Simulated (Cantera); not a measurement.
An isothermal, constant-pressure homogeneous reactor starts with 76.9 % NH3, 23.1 % H2, at 2248 K and 1.28 atm.

Model: the gas-phase N/H chemistry of the illustrative SiF4/NH3 mechanism in the Surface Chemkin manual (1991), integrated in Cantera. Walls and surfaces, which speed up NH3 decomposition in real reactors, are not modelled.

x: mole fraction; the columns are a selection and need not sum to one.

```json
[
 {"t (s)": "1.00e-6", "x NH3": "0.769", "x H2": "0.231", "x NH": "?", "x N2": "6.53e-10", "x N": "5.36e-10"},
 {"t (s)": "7.17e-6", "x NH3": "0.767", "x H2": "0.231", "x NH": "?", "x N2": "1.62e-5", "x N": "3.76e-7"},
 {"t (s)": "5.14e-5", "x NH3": "0.750", "x H2": "0.242", "x NH": "6.59e-5", "x N2": "0.00399", "x N": "3.12e-6"},
 {"t (s)": "0.000368", "x NH3": "0.640", "x H2": "0.321", "x NH": "6.58e-5", "x N2": "0.0353", "x N": "3.59e-6"},
 {"t (s)": "0.00264", "x NH3": "0.251", "x H2": "0.601", "x NH": "?", "x N2": "0.146", "x N": "4.56e-6"},
 {"t (s)": "0.0189", "x NH3": "0.00274", "x H2": "0.776", "x NH": "?", "x N2": "0.216", "x N": "2.88e-6"},
 {"t (s)": "0.136", "x NH3": "8.03e-5", "x H2": "0.777", "x NH": "?", "x N2": "0.217", "x N": "1.23e-7"},
 {"t (s)": "0.973", "x NH3": "1.10e-5", "x H2": "0.778", "x NH": "?", "x N2": "0.217", "x N": "1.69e-8"},
 {"t (s)": "6.97", "x NH3": "5.79e-6", "x H2": "0.778", "x NH": "2.30e-8", "x N2": "0.217", "x N": "8.88e-9"},
 {"t (s)": "50.0", "x NH3": "5.79e-6", "x H2": "0.778", "x NH": "2.30e-8", "x N2": "0.217", "x N": "8.88e-9"}
]
```

Problem. What belongs in the gaps?

Solution. 
- 1.00e-6, x NH: 2.39e-7
- 7.17e-6, x NH: 1.58e-5
- 0.00264, x NH: 5.30e-5
- 0.0189, x NH: 8.45e-6
- 0.136, x NH: 3.18e-7
- 0.973, x NH: 4.37e-8
